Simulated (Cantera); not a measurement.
Cantera run, input and output.

```python
import numpy as np
import cantera as ct

gas = ct.Solution("gri30.yaml")
gas.TPX = 1775, 1000000, {'CH4': 1, 'H2': 0.11, 'O2': 0.934, 'N2': 3.51}
reactor = ct.IdealGasConstPressureReactor(gas, energy="on", clone=False)
net = ct.ReactorNet([reactor])
net.rtol, net.atol = 1e-08, 1e-16
show = ['CH4', 'H2', 'O2', 'C2H6', 'CH2O', 'O']
times = np.geomspace(1e-06, 3, 12)

steps = ct.SolutionArray(gas, extra=["t"])
rows = []
print(f"{'t/s':>10s}{'T/K':>9s}{'P/Pa':>11s}" + "".join(f"{s:>11s}" for s in show))
for t in times:
    while net.time < t:
        t_next = net.step()
        steps.append(gas.state, t=t_next)
    rows.append([np.interp(t, steps.t, y) for y in (steps.T, steps.P, *steps(*show).X.T)])
    print(f"{t:10.3e}{rows[-1][0]:9.1f}{rows[-1][1]:11.4g}" + "".join(f"{x:11.3e}" for x in rows[-1][2:]))
rate = np.gradient(steps.T, steps.t)
print("integrator steps:", len(steps.t))
if steps.T.max() > steps.T[0] + 200:
    print(f"time of steepest temperature rise: {steps.t[rate.argmax()]:.4e} s")
gas.TPX = 1775, 1000000, {'CH4': 1, 'H2': 0.11, 'O2': 0.934, 'N2': 3.51}
gas.equilibrate("HP")
print(f"equilibrium (HP): T = {gas.T:.1f} K  " + "  ".join(f"{s} {gas[s].X[0]:.3e}" for s in show))
```

Output:

```
       t/s      T/K       P/Pa        CH4         H2         O2       C2H6       CH2O          O
 1.000e-06   1774.5      1e+06  1.799e-01  1.983e-02  1.681e-01  1.327e-06  1.277e-05  4.012e-07
 3.880e-06   1775.3      1e+06  1.785e-01  1.997e-02  1.675e-01  1.355e-04  3.001e-04  1.776e-06
 1.505e-05   1874.4      1e+06  1.475e-01  3.037e-02  1.475e-01  2.981e-03  4.178e-03  1.464e-05
 5.841e-05   2694.4      1e+06  2.749e-05  1.959e-01  6.552e-06  1.181e-10  4.191e-07  2.723e-05
 2.266e-04   2692.1      1e+06  1.462e-09  1.960e-01  7.159e-06  4.595e-19  1.086e-07  2.973e-05
 8.793e-04   2693.2      1e+06  1.379e-09  1.959e-01  7.247e-06  4.133e-19  1.086e-07  3.005e-05
 3.412e-03   2693.4      1e+06  1.370e-09  1.959e-01  7.260e-06  4.089e-19  1.086e-07  3.009e-05
 1.324e-02   2693.4      1e+06  1.370e-09  1.959e-01  7.260e-06  4.089e-19  1.086e-07  3.009e-05
 5.136e-02   2693.4      1e+06  1.370e-09  1.959e-01  7.260e-06  4.089e-19  1.086e-07  3.009e-05
 1.993e-01   2693.4      1e+06  1.370e-09  1.959e-01  7.260e-06  4.089e-19  1.086e-07  3.009e-05
 7.732e-01   2693.4      1e+06  1.370e-09  1.959e-01  7.260e-06  4.089e-19  1.086e-07  3.009e-05
 3.000e+00   2693.4      1e+06  1.370e-09  1.959e-01  7.260e-06  4.089e-19  1.086e-07  3.009e-05
integrator steps: 1731
time of steepest temperature rise: 2.0233e-05 s
equilibrium (HP): T = 2693.4 K  CH4 1.539e-09  H2 1.959e-01  O2 7.260e-06  C2H6 5.021e-19  CH2O 1.086e-07  O 3.009e-05
```

Detailed kinetics in Cantera: GRI-Mech 3.0 (53 species, 325 reactions).
